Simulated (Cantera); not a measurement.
A perfectly stirred reactor is fed with CH₄ : H₂O : H₂ = 1 : 2.9 : 0.18 (molar parts), at 2.37 atm; it is held at 1850 K, and followed from long to short residence time.

Cantera simulation using GRI-Mech 3.0 (53 species, 325 reactions); the numbers are that mechanism's predictions, not measurements.

x: mole fraction; the columns are a selection and need not sum to one.

```tsv
τ (s)	x CH₄	x H₂O	x H₂	x C₂H	x CH₂O	x O₂	x CH₂
0.74	0.00793	0.313	0.521	1.52e-8	(withheld)	1.03e-9	4.99e-8
0.32	0.0125	0.331	0.504	3.62e-8	(withheld)	1.15e-9	8.77e-8
0.14	0.0186	0.360	0.478	7.41e-8	(withheld)	1.36e-9	1.48e-7
0.059	0.0270	0.403	0.440	1.35e-7	(withheld)	1.73e-9	2.47e-7
0.025	0.0378	0.455	0.393	2.10e-7	(withheld)	2.32e-9	3.89e-7
0.011	0.0512	0.507	0.342	2.79e-7	(withheld)	3.16e-9	5.67e-7
0.0047	0.0699	0.557	0.290	3.24e-7	(withheld)	4.36e-9	7.83e-7
0.0020	0.0949	0.598	0.239	3.23e-7	(withheld)	5.87e-9	1.02e-6
0.00086	0.125	0.632	0.190	2.76e-7	(withheld)	7.45e-9	1.27e-6
0.00037	0.159	0.659	0.144	1.95e-7	(withheld)	8.38e-9	1.52e-6
0.00016	0.190	0.682	0.103	1.04e-7	(withheld)	7.47e-9	1.73e-6
```

**Question.** Complete the blanks.

**Answer.** 
- 0.74, x CH₂O: 5.92e-7
- 0.32, x CH₂O: 9.82e-7
- 0.14, x CH₂O: 1.67e-6
- 0.059, x CH₂O: 2.97e-6
- 0.025, x CH₂O: 5.35e-6
- 0.011, x CH₂O: 9.26e-6
- 0.0047, x CH₂O: 1.58e-5
- 0.0020, x CH₂O: 2.57e-5
- 0.00086, x CH₂O: 3.93e-5
- 0.00037, x CH₂O: 5.60e-5
- 0.00016, x CH₂O: 7.08e-5
